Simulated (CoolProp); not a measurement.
Sulfur dioxide along the isobar 8410 kPa: fugacity coefficient from the reference equation and from simpler models built on Tc = 430.6 K, pc = 7887 kPa, ω = 0.256; each cubic takes its own stable root.

Computed with CoolProp (reference Helmholtz-energy equation of state, Gao 2016).

```tsv
T (K)	phase	reference	van der Waals	Redlich-Kwong	Peng-Robinson
398.6	liquid	0.4304	0.5455	0.4754	0.4297
409.1	liquid	0.4929	0.5860	0.5293	0.4903
419.7	liquid	0.5575	0.6259	0.5829	0.5519
430.2	liquid	0.6207	0.6635	0.6330	0.6099
440.7	supercritical	0.6675	0.6946	0.6709	0.6517
451.3	supercritical	0.6984	0.7160	0.6968	0.6806
461.8	supercritical	0.7239	0.7340	0.7186	0.7051
472.3	supercritical	0.7463	0.7500	0.7379	(withheld)
482.9	supercritical	0.7663	0.7646	0.7554	0.7468
493.4	supercritical	0.7842	0.7778	0.7712	0.7647
503.9	supercritical	0.8004	0.7900	(withheld)	0.7811
514.5	supercritical	0.8153	0.8013	0.7990	0.7963
525	supercritical	0.8289	(withheld)	0.8112	0.8103
```

Question: Fill in the missing entries.

Answer: 
- 472.3, Peng-Robinson: 0.7269
- 503.9, Redlich-Kwong: 0.7856
- 525, van der Waals: 0.8117
